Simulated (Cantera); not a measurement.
Input: 1 mol Ti, 2.8 mol H2, held at 0.0100 bar.

Method: chemical equilibrium by Gibbs-energy minimisation in Cantera with the NASA 1993 tables (ideal gas, pure condensed phases). Candidate condensed phases: Ti; 3 gas species. Kinetics and transport are ignored.

Problem. Which condensed phases are stable at each of these points (T (K)): 1025, 1100, 1175, 1250, 1325, 1400, 1475, 1550, 1625, 1700?

Solution. 
```
T (K)  condensed phases  Ti condensed (%)
-----  ----------------  ----------------
1025              Ti(α)             100.0
1100              Ti(α)             100.0
1175              Ti(β)             100.0
1250              Ti(β)             100.0
1325              Ti(β)             100.0
1400              Ti(β)             100.0
1475              Ti(β)             100.0
1550              Ti(β)             100.0
1625              Ti(β)             100.0
1700              Ti(β)             100.0
```

From 1025 K to 1100 K the condensed part is Ti(α). From 1175 K to 1700 K the condensed part is Ti(β).
